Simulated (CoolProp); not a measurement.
Vapour-liquid equilibrium of propane (1) + c-C4F8 (RC318) (2) at 0.476 MPa; x and y are mole fractions of (1).

The numbers come from the multi-fluid Helmholtz-energy mixture model, Lemmon 2009 and Platzer 1990; pair parameters Bell 2016 in CoolProp. This equation is an older, rougher fit; its heat capacities, sound speeds and derivatives of the liquid may be far off and weren't checked against measurements.

```
x      bubble temperature (K)  y at the bubble point  dew temperature at overall composition x (K)  liquid density (mol/L)
-----  ----------------------  ---------------------  --------------------------------------------  ----------------------
0.05                    304.5                  0.215                                         310.3                   7.454
0.125                   295.2                  0.438                                         307.7                   7.806
0.2                     288.5                  0.574                                         305.0                   8.122
0.275                   283.8                  0.656                                         302.1                   8.413
0.35                    280.7                  0.709                                         299.1                   8.690
0.425                       …                  0.744                                         295.8                   8.967
0.5                     277.1                  0.770                                             …                   9.254
0.575                   276.0                  0.792                                         288.4                   9.560
0.65                    275.2                  0.812                                         284.2                   9.895
0.725                   274.4                      …                                         279.8                   10.26
0.8                     273.8                  0.861                                         275.7                   10.67
0.875                   273.3                      …                                         273.5                   11.13
0.95                    273.1                  0.950                                         273.1                   11.63
```

Q: What belongs in the gaps?

A: 
- 0.425, bubble temperature (K): 278.6
- 0.5, dew temperature at overall composition x (K): 292.3
- 0.725, y at the bubble point: 0.834
- 0.875, y at the bubble point: 0.897

y crosses x between x = 0.875 and 0.95: the model has an azeotrope there.

The pair parameters rest on a limited set of measurements; away from them the model extrapolates. With so large a gap from Raoult's law the liquid may split in two, which this calculation doesn't test in full.
